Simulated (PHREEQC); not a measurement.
A solution holds 0.27 mol MnSO4, 0.0031 mol KNO3 and 7e-05 mol ZnSO4 per kg of water, at 51 °C. Closed to the air; pH follows from the charge balance.

All values are PHREEQC results (ion-association model, phreeqc.dat), not measurements.

The ionic strength comes out as 0.456 mol/kgw. What activity coefficients do SO4-2, HSO4-, Zn+2, MnOH+, K+ get?

SO4-2 0.20, HSO4- 0.72, Zn+2 0.21, MnOH+ 0.68, K+ 0.64.

Precipitation was switched off in this run. Away from 25 °C the constants follow the database's enthalpies or fits; those with neither stay at their 25 °C values.
